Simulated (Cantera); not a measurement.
Cantera run:

```python
import numpy as np
import cantera as ct

gas_names = """
    C CH CH2 CH3 CH2OH CH3O CH4 CH3OH CN CO CO2 COOH C2 C2H CHCO,ketyl C2H2,acetylene C2H2,vinylidene
    CH2CO,ketene C2H3,vinyl CH3CN CH3CO,acetyl C2H4 C2H4O,ethylen CH3CHO,ethanal CH3COOH (HCOOH)2 C2H5
    C2H6 CH3OCH3 C2H5OH CCN CNC C2N2 C2O C3 C3H3,propargyl C3H4,allene C3H4,propyne C3H4,cyclo-
    C3H5,allyl C3H6,propylene C3H6,cyclo- C3H6O C3H7,n-propyl C3H7,i-propyl C3H8 C3H8O,1propanol
    C3H8O,2propanol C3O2 C4 C4H2 C4H4,1,3-cyclo- C4H6,butadiene C4H6,2-butyne C4H6,cyclo- C4H8,1-butene
    C4H8,cis2-buten C4H8,tr2-butene C4H8,isobutene C4H8,cyclo- (CH3COOH)2 C4H9,n-butyl C4H9,i-butyl
    C4H9,s-butyl C4H9,t-butyl C4H10,isobutane C4H10,n-butane C4N2 C5 C5H6,1,3cyclo- C5H8,cyclo-
    C5H10,1-pentene C5H10,cyclo- C5H11,pentyl C5H11,t-pentyl C5H12,n-pentane C5H12,i-pentane
    CH3C(CH3)2CH3 C6H2 C6H5,phenyl C6H5O,phenoxy C6H6 C6H5OH,phenol C6H10,cyclo- C6H12,1-hexene
    C6H12,cyclo- C6H13,n-hexyl C7H7,benzyl C7H8 C7H8O,cresol C7H14,1-heptene C7H15,n-heptyl
    C7H16,n-heptane C8H8,styrene C8H10,ethylbenz C8H16,1-octene C8H17,n-octyl C8H18,isooctane
    C8H18,n-octane C9H19,n-nonyl C10H8,naphthale C10H21,n-decyl C12H9,o-bipheny C12H10,bipheny H HCN HCO
    HCCN HNC HNCO HNO HNO2 HNO3 HO2 H2 HCHO,formaldehy HCOOH H2O H2O2 N NCO NH NH2 NH3 NH2OH NO NO2 NO3
    N2 N2H2 N2H4 N2O O OH O2 O3 Si SiC SiC2 SiC4H12 SiH SiH2 SiH3 SiH4 SiN SiO SiO2 Si2 Si2C Si2N Si3
""".split()
cond_names = """
    C(gr) C6H6(L) C7H8(L) C8H18(L),n-octa H2O(s) H2O(L) Si(cr) Si(L) SiC(b) SiO2(Lqz) SiO2(hqz) SiO2(L)
    Si2N2O(s) Si3N4(a)
""".split()


def load(file, names, dense=False):
    # The tables refer to 1 bar. Condensed volumes are neglected.
    table = {s.name: s for s in ct.Species.list_from_file(file)}
    out = []
    for n in names:
        d = dict(table[n].input_data)
        d["thermo"] = dict(d["thermo"], **{"reference-pressure": 1e5})
        if dense:
            d["equation-of-state"] = {"model": "constant-volume", "density": "1e6 g/cm^3"}
        out.append(ct.Species.from_dict(d))
    return out


gas = ct.Solution(thermo="ideal-gas", species=load("nasa_gas.yaml", gas_names))
cond = {s.name: ct.Solution(thermo="fixed-stoichiometry", species=[s], name=s.name)
        for s in load("nasa_condensed.yaml", cond_names, dense=True)}
atoms = {
    'TEOS': {'Si': 1, 'C': 8, 'H': 20, 'O': 4},
    'H2O': {'H': 2, 'O': 1},
    'N2': {'N': 2},
    'CO2': {'C': 1, 'O': 2},
}
top_T = {'C(gr)': 4500, 'SiC(b)': 3050, 'Si2N2O(s)': 2100, 'Si3N4(a)': 2400}  # K; cautious upper limits of use, not melting points


def equilibrate(T, P, feed):
    n = {}
    for name, mol in feed.items():
        for a, k in atoms[name].items():
            n[a] = n.get(a, 0.0) + k * mol
    gas.TPX = T, P, n
    mass = sum(n.values()) * gas.mean_molecular_weight
    gas.equilibrate("TP")
    valid = [c for c in cond.values() if c.min_temp <= T <= top_T.get(c.name, c.max_temp)]
    mix = ct.Mixture([(gas, mass / gas.mean_molecular_weight)] + [(c, 0.0) for c in valid])
    mix.T, mix.P = T, P
    mix.equilibrate("TP", solver="vcs", rtol=1e-11, max_steps=5000)
    return mix


results = []
T = 1050  # K
P = 230  # Pa
for m in [0.9, 1.2, 1.5, 1.9, 2.4, 3.1, 4, 5.1, 6.6, 8.4, 11]:
    feed = {'TEOS': 1, 'H2O': m, 'N2': 41, 'CO2': 2.1}  # mol
    mix = equilibrate(T, P, feed)
    results.append((T, P, feed, dict(zip(mix.species_names, mix.species_moles))))

top = {s: max(r[3][s] / sum(r[3][g] for g in gas_names) for r in results) for s in gas_names}
cols = sorted((s for s in top if top[s] > 0.0001), key=lambda s: -top[s])[:7]
seen = [c for c in cond_names if any(r[3].get(c, 0) > 1e-12 for r in results)]
print("log10 of partial pressures in bar; condensed amounts in mol")
print(f"{'n(H2O)':>10s}" + "".join(f"{s[:9]:>10s}" for s in cols + seen))
for T, P, feed, n in results:
    ng = sum(n[g] for g in gas_names)
    print(f"{feed['H2O']:10.4g}" + "".join(f"{np.log10(max(n[s] / ng * P / 1e5, 1e-99)):10.3f}" for s in cols)
          + "".join(f"{n.get(c, 0):10.4g}" for c in seen))
```

It prints:

```
log10 of partial pressures in bar; condensed amounts in mol
    n(H2O)        N2        H2        CO       H2O       CO2     C(gr) SiO2(hqz)
       0.9    -2.796    -3.372    -3.558    -7.671    -7.786         3         1
       1.2    -2.801    -3.364    -3.544    -7.650    -7.759     2.701         1
       1.5    -2.805    -3.357    -3.531    -7.630    -7.733     2.401         1
       1.9    -2.811    -3.348    -3.515    -7.604    -7.700     2.001         1
       2.4    -2.818    -3.337    -3.496    -7.575    -7.663     1.501         1
       3.1    -2.828    -3.323    -3.472    -7.536    -7.614    0.8009         1
         4    -2.839    -3.307    -3.450    -5.719    -5.790         0         1
       5.1    -2.846    -3.300    -3.478    -4.631    -4.738         0         1
       6.6    -2.856    -3.292    -3.515    -4.269    -4.421         0         1
       8.4    -2.867    -3.286    -3.558    -4.039    -4.240         0         1
        11    -2.883    -3.281    -3.616    -3.834    -4.097         0         1
```

These are equilibrium values from Cantera (NASA tables, ideal gas, pure condensed phases), not measurements of a reactor. The feed counts by its element totals alone.
